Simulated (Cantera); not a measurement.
A freely propagating, adiabatic, planar premixed flame of H₂ : O₂ : N₂ = 1 : 0.735 : 2.76 (molar parts), equivalence ratio 0.68, unburnt at 575 K and 760 Torr; multicomponent transport, grid criteria slope 0.08 and curve 0.16, no radiation.

Model: the H2/O2 subset of GRI-Mech 3.0, which has no nitrogen chemistry, integrated in Cantera. Burning velocities carry a grid error of a few per cent, more on coarse grids. Lean hydrogen flames are cellular in practice and burn faster than this planar one.

Q: Predict: laminar burning velocity; thermal thickness; peak x(HO₂); peak x(O); peak x(H₂O₂).

A: 
```json
{
  "laminar_burning_velocity": "461 cm/s",
  "thermal_thickness": "0.419 mm",
  "peak x(HO₂)": "0.000320",
  "peak x(O)": "0.0129",
  "peak x(H₂O₂)": "2.26e-5"
}
```
